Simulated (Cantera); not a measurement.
A closed system holds: 1 mol SiH2Cl2, 1.3 mol NH3, 18 mol N2, equilibrated at 1627 °C.

Method: chemical equilibrium by Gibbs-energy minimisation in Cantera with the NASA 1993 tables (ideal gas, pure condensed phases). Candidate condensed phases: NH4Cl, Si, Si3N4; 28 gas species. Rates play no part.

What share of the Si ends up in condensed phases as a function of P (Pa), at 5, 26, 140, 710, 3700, 19000, 100000?


```csv
P (Pa),Si condensed (%),as
5,0.0,-
26,0.0,-
140,14.7,Si(l)
710,33.1,Si(l)
3700,37.1,Si(l)
19000,51.4,Si3N4(s)
100000,68.5,Si3N4(s)
```
